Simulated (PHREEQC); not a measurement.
A column of 0.2 m (30 cells, dispersivity 0.016 m, 3600 s a shift, diffusion coefficient 3e-10 m²/s) holds 0.0037 eq of the database's cation exchanger X per kg of pore water, first in equilibrium with 0.012 mol/kgw KBr and 1e-05 mol/kgw HCl. It is flushed with 2.1 mmol/kgw MgSO4 and 0.01 mmol/kgw HCl, at 25 °C. Values are for the last cell. The system is closed to CO2. No solid was allowed to form.

Model: ion-association model, phreeqc.dat, run in PHREEQC.

Problem. Predict S in solution (mol/kgw), Mg in solution (mol/kgw), Br in solution (mol/kgw) at pore volumes = 0.6833, 2.683.

Solution. 
| pore volumes | S in solution (mol/kgw) | Mg in solution (mol/kgw) | Br in solution (mol/kgw) |
|---|---|---|---|
| 0.6833 | 0.000448 | 4.24e-8 | 0.00944 |
| 2.683 | 0.00210 | 0.00200 | 2.81e-5 |
